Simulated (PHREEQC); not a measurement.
## Leach liquor (model solution)

A solution holds 0.037 mol/kgw HCl and 0.1 mol/kgw Li2SO4, at 25 °C. Closed to the air; pH follows from the charge balance.

The numbers come from PHREEQC with the ion-association model, phreeqc.dat.

This is a speciation only: nothing precipitates in the calculation.

**Question.** Predict the pH, activity of water, ionic strength.

**Answer.** pH 1.97; activity of water 0.994; ionic strength 0.263 mol/kgw.

**Question.** In which forms is Li present?

**Answer.** Li+ 93 %, LiSO4- 6.9 % of the Li.
